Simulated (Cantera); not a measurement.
Feed: 1 mol Si2Cl6, 120 mol H2, held at 1048 K and 0.133 bar.

Equilibrium computed with Cantera from the NASA thermochemical tables; the gas is ideal and each condensed phase is pure. Candidate condensed phases: Si; 19 gas species. The feed counts by its element totals alone. The tables' values for SiCl3 are old estimates; treat these amounts as uncertain. The numbers say what is thermodynamically allowed, not how fast it happens.

Base state: H2 0.976, HCl 0.0140, SiCl4 0.00536, SiHCl3 0.00381, SiCl2 0.000375, SiCl3 0.000331, SiH2Cl2 0.000309 (mole fractions); condensed: Si(s).

**Question.** What changes in the equilibrium state with this change: temperature from 1048 K to 1500 K?

**Answer.** 
| species | before | after |
|---|---|---|
| H2 | 0.976 | 0.957 |
| HCl | 0.0140 | 0.0382 |
| SiCl2 | 0.000375 | 0.00490 |
| SiCl4 | 0.00536 | 1.96e-5 |
| H | 2.09e-8 | 4.72e-5 |
| SiHCl3 | 0.00381 | 5.09e-5 |
| SiH2Cl2 | 0.000309 | 2.10e-5 |
| Si(s), mol | 0.759 | 1.36 |

**Question.** What changes in the equilibrium state with this change: Si2Cl6 replaced by Si3H8?

**Answer.** 
```
species       before  after
----------  --------  -----
H2             0.976   1.00
HCl           0.0140      0
SiCl4        0.00536      0
SiHCl3       0.00381      0
SiCl2       0.000375      0
SiCl3       0.000331      0
SiH2Cl2     0.000309      0
Si(s), mol     0.759   3.00
```

**Question.** What changes in the equilibrium state with this change: pressure from 0.133 bar to 0.0320 bar?

**Answer.** 
```json
[
 {"species": "H2", "before": "0.976", "after": "0.972"},
 {"species": "HCl", "before": "0.0140", "after": "0.0195"},
 {"species": "SiCl4", "before": "0.00536", "after": "0.00481"},
 {"species": "SiHCl3", "before": "0.00381", "after": "0.00246"},
 {"species": "SiH2Cl2", "before": "0.000309", "after": "0.000143"},
 {"species": "SiCl2", "before": "0.000375", "after": "0.000726"},
 {"species": "Si(s), mol", "before": "0.759", "after": "0.953"}
]
```
